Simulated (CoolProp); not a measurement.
A simple Rankine cycle with n-perfluorobutane: condensing at 330.15 K, boiler at 1.78 MPa, turbine inlet 375.4 K, turbine efficiency 0.6, pump efficiency 0.7, no recuperator. Each further row changes one setting.

Values from CoolProp's reference Helmholtz-energy equation of state, Gao 2022.

| case | thermal efficiency (%) | net work (kJ/kg) | heat in (kJ/kg) | turbine exit temperature (K) | volume ratio over the turbine |
|---|---|---|---|---|---|
| as stated | 4.3 | 4.31 | 101 | 353.5 | 3.74 |
| turbine inlet 395.4 K | 4.1 | 5.20 | 126 | 377.7 | 3.23 |
| condensing temperature 322.15 K | 5.0 | 5.53 | 111 | 350.7 | 4.73 |
| boiler pressure 1.25 MPa | 3.0 | 3.36 | 111 | 365.0 | 2.10 |
| turbine efficiency 0.5 | 3.4 | 3.40 | 101 | 354.4 | 3.76 |
